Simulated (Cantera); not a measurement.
**Counterflow diffusion flame**

A counterflow diffusion flame at 0.560 bar, nozzles 20 mm apart: fuel side 81.4 % CO, 11.4 % H₂, 7.24 % CH₄ at 300 K, oxidiser side 25.0 % O₂, 75.0 % N₂ at 300 K, fuel mass flux 1.1 times the oxidiser's; mixture-averaged transport, no radiation.

Cantera simulation using GRI-Mech 3.0 (53 species, 325 reactions); the numbers are that mechanism's predictions, not measurements. GRI-Mech 3.0 has no aromatics or soot, which form on the fuel side of real flames. The maximum strain rate includes the flame's own expansion and is several times the mean.

```tsv
oxidiser flux (kg/m²/s)	max strain (1/s)	mean strain (1/s)	T max (K)	peak x OH	peak x H	peak x NO	peak x CO	peak x C₂H₂
0.34	284	60.5	2006	0.00928	0.0104	0.000100	0.818	0.00298
0.52	413	92.6	1959	0.00896	0.0115	8.12e-5	0.819	0.00292
0.8	611	142	1913	0.00859	0.0125	6.48e-5	0.818	0.00275
1.2	887	214	1872	0.00810	0.0134	5.06e-5	0.818	0.00247
1.9	1360	338	1823	0.00738	0.0142	3.54e-5	0.818	0.00198
3	2080	534	1766	0.00647	0.0145	2.18e-5	0.818	0.00132
4.6	3090	819	1686	0.00522	0.0137	1.06e-5	0.819	0.000602
```
x: mole fraction; the columns are a selection and need not sum to one.
